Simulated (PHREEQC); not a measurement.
Consider water at 68 °C with 57 mmol/kgw HF, 0.19 mmol/kgw (NH4)2SiF6 and 1.2 mmol/kgw H3PO4. Closed to the air; pH follows from the charge balance.

Model: ion-association model, phreeqc.dat, run in PHREEQC.

Q: The ionic strength comes out as 0.00555 mol/kgw. What activity coefficients do HF2-, F-, NH4+, H+, SiF6-2 get?

A: HF2- 0.92, F- 0.92, NH4+ 0.91, H+ 0.92, SiF6-2 0.71.

Precipitation was switched off in this run. At this temperature some constants are extrapolated from 25 °C, and those without enthalpy data are left unchanged. SiF6-2 is the database's only silicon fluoride.
